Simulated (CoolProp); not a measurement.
A single-stage vapour-compression cycle with isobutene: evaporating at 225.15 K (dew point), condensing at 291.15 K (bubble point), superheat 10 K, subcooling 2 K, compressor efficiency 0.6, no pressure losses. Each further row changes one setting.

The numbers come from the reference Helmholtz-energy equation of state, Lemmon 2005 in CoolProp. It is a short technical equation, of lower accuracy than the large ones.

```json
[
 {"case": "as stated", "cooling COP": "1.61", "pressure ratio": "17.0", "discharge temperature (K)": "356.9", "refrigerating effect (kJ/kg)": "301", "volumetric capacity (kJ/m³)": "126"},
 {"case": "evaporating temperature 230.15 K", "cooling COP": "1.82", "pressure ratio": "12.8", "discharge temperature (K)": "350.6", "refrigerating effect (kJ/kg)": "307", "volumetric capacity (kJ/m³)": "167"},
 {"case": "condensing temperature 286.15 K", "cooling COP": "1.79", "pressure ratio": "14.4", "discharge temperature (K)": "349.9", "refrigerating effect (kJ/kg)": "313", "volumetric capacity (kJ/m³)": "131"},
 {"case": "subcooling 7 K", "cooling COP": "1.67", "pressure ratio": "17.0", "discharge temperature (K)": "356.9", "refrigerating effect (kJ/kg)": "313", "volumetric capacity (kJ/m³)": "131"},
 {"case": "superheat 20 K", "cooling COP": "1.62", "pressure ratio": "17.0", "discharge temperature (K)": "368.3", "refrigerating effect (kJ/kg)": "315", "volumetric capacity (kJ/m³)": "126"},
 {"case": "compressor efficiency 0.5", "cooling COP": "1.34", "pressure ratio": "17.0", "discharge temperature (K)": "376.6", "refrigerating effect (kJ/kg)": "301", "volumetric capacity (kJ/m³)": "126"}
]
```
